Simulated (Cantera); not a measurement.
Input (Python, Cantera) and output of one run.

```python
import numpy as np
import cantera as ct

gas_names = """
    Br Br2 H HBr H2 N NH NH2 NH3 N2 N2H2 N2H4 Si SiBr SiBr2 SiBr3 SiBr4 SiH SiHBr3 SiH2 SiH2Br2 SiH3
    SiH3Br SiH4 SiN Si2 Si2N Si3
""".split()
cond_names = """
    Br2(cr) Br2(L) Si(cr) Si(L) Si3N4(a)
""".split()


# ... load() reads the species with a 1 bar reference pressure and builds the phases ...
atoms = {
    'Si': {'Si': 1},
    'HBr': {'H': 1, 'Br': 1},
    'N2': {'N': 2},
}
top_T = {'Si3N4(a)': 2400}  # K; cautious upper limits of use, not melting points


# ... equilibrate(T, P, feed) seeds the gas with the atoms and calls Mixture.equilibrate('TP', solver="vcs", rtol=1e-11, max_steps=5000) ...
results = []
feed = {'Si': 1, 'HBr': 2.8, 'N2': 13}  # mol
P = 1300  # Pa
for T in [773, 848, 923, 998, 1073, 1148, 1223, 1298, 1373, 1448, 1523, 1598, 1673]:
    mix = equilibrate(T, P, feed)
    results.append((T, P, feed, dict(zip(mix.species_names, mix.species_moles))))
    x = sorted(zip(gas.X, gas.species_names), reverse=True)
    print(f"T = {T:g} K  P = {P:g} Pa  gas = {mix.phase_moles(0):.4g} mol")
    print("   x: " + "  ".join(f"{s} {v:.3e}" for v, s in x if v > 1e-06))
    print("   condensed (mol): " + ("  ".join(f"{mix.phase(i).name} {mix.phase_moles(i):.4g}"
          for i in range(1, mix.n_phases) if mix.phase_moles(i) > 1e-12) or "none"))
```

It prints:

```
T = 773 K  P = 1300 Pa  gas = 15.08 mol
   x: N2 8.244e-01  HBr 1.454e-01  H2 2.015e-02  SiBr4 1.007e-02
   condensed (mol): Si3N4(a) 0.2827
T = 848 K  P = 1300 Pa  gas = 15.08 mol
   x: N2 8.241e-01  HBr 1.467e-01  H2 1.944e-02  SiBr4 9.718e-03  Br 1.350e-06  SiHBr3 1.165e-06
   condensed (mol): Si3N4(a) 0.2845
T = 923 K  P = 1300 Pa  gas = 15.09 mol
   x: N2 8.238e-01  HBr 1.478e-01  H2 1.891e-02  SiBr4 9.449e-03  Br 7.904e-06  SiHBr3 2.453e-06  SiBr3 1.489e-06
   condensed (mol): Si3N4(a) 0.2858
T = 998 K  P = 1300 Pa  gas = 15.09 mol
   x: N2 8.236e-01  HBr 1.486e-01  H2 1.850e-02  SiBr4 9.233e-03  Br 3.554e-05  SiBr3 7.690e-06  SiHBr3 4.617e-06  SiBr2 1.600e-06
   condensed (mol): Si3N4(a) 0.2868
T = 1073 K  P = 1300 Pa  gas = 15.09 mol
   x: N2 8.234e-01  HBr 1.492e-01  H2 1.820e-02  SiBr4 9.031e-03  Br 1.297e-04  SiBr3 3.141e-05  SiBr2 1.592e-05  SiHBr3 7.939e-06  Br2 1.335e-06
   condensed (mol): Si3N4(a) 0.2876
T = 1148 K  P = 1300 Pa  gas = 15.09 mol
   x: N2 8.231e-01  HBr 1.495e-01  H2 1.801e-02  SiBr4 8.763e-03  Br 3.989e-04  SiBr2 1.159e-04  SiBr3 1.056e-04  SiHBr3 1.263e-05  Br2 2.994e-06
   condensed (mol): Si3N4(a) 0.2881
T = 1223 K  P = 1300 Pa  gas = 15.11 mol
   x: N2 8.225e-01  HBr 1.492e-01  H2 1.808e-02  SiBr4 8.216e-03  Br 1.061e-03  SiBr2 6.452e-04  SiBr3 2.962e-04  SiHBr3 1.854e-05  Br2 5.969e-06
   condensed (mol): Si3N4(a) 0.2871
T = 1298 K  P = 1300 Pa  gas = 15.15 mol
   x: N2 8.212e-01  HBr 1.472e-01  H2 1.881e-02  SiBr4 6.892e-03  SiBr2 2.762e-03  Br 2.449e-03  SiBr3 6.733e-04  SiHBr3 2.425e-05  Br2 1.036e-05  H 1.289e-06
   condensed (mol): Si3N4(a) 0.2811
T = 1373 K  P = 1300 Pa  gas = 15.24 mol
   x: N2 8.188e-01  HBr 1.410e-01  H2 2.137e-02  SiBr2 8.610e-03  Br 4.784e-03  SiBr4 4.333e-03  SiBr3 1.108e-03  SiHBr3 2.559e-05  Br2 1.451e-05  H 4.269e-06
   condensed (mol): Si3N4(a) 0.2618
T = 1448 K  P = 1300 Pa  gas = 15.37 mol
   x: N2 8.163e-01  HBr 1.274e-01  H2 2.736e-02  SiBr2 1.833e-02  Br 7.670e-03  SiBr4 1.703e-03  SiBr3 1.172e-03  SiHBr3 1.946e-05  Br2 1.516e-05  H 1.337e-05  SiBr 1.314e-06
   condensed (mol): Si3N4(a) 0.2245
T = 1523 K  P = 1300 Pa  gas = 15.51 mol
   x: N2 8.152e-01  HBr 1.075e-01  H2 3.646e-02  SiBr2 2.892e-02  Br 1.053e-02  SiBr3 8.832e-04  SiBr4 4.717e-04  H 3.871e-05  Br2 1.266e-05  SiHBr3 1.126e-05  SiBr 7.844e-06
   condensed (mol): Si3N4(a) 0.1767
T = 1598 K  P = 1300 Pa  gas = 15.64 mol
   x: N2 8.147e-01  HBr 8.612e-02  H2 4.639e-02  SiBr2 3.869e-02  Br 1.324e-02  SiBr3 5.715e-04  SiBr4 1.165e-04  H 1.005e-04  SiBr 3.715e-05  Br2 9.568e-06  SiHBr3 5.690e-06
   condensed (mol): Si3N4(a) 0.1278
T = 1673 K  P = 1300 Pa  gas = 15.76 mol
   x: N2 8.144e-01  HBr 6.665e-02  H2 5.541e-02  SiBr2 4.697e-02  Br 1.579e-02  SiBr3 3.468e-04  H 2.351e-04  SiBr 1.474e-04  SiBr4 2.848e-05  Br2 6.935e-06  Si 6.644e-06  SiHBr3 2.704e-06
   condensed (mol): Si3N4(a) 0.08386
```

These are equilibrium values from Cantera (NASA tables, ideal gas, pure condensed phases), not measurements of a reactor. N2 is the only nitrogen source here; it is nearly inert below about 1500 K, so the nitride shown seldom forms there in practice. The tables' values for SiBr3, SiBr are old estimates; treat these amounts as uncertain.
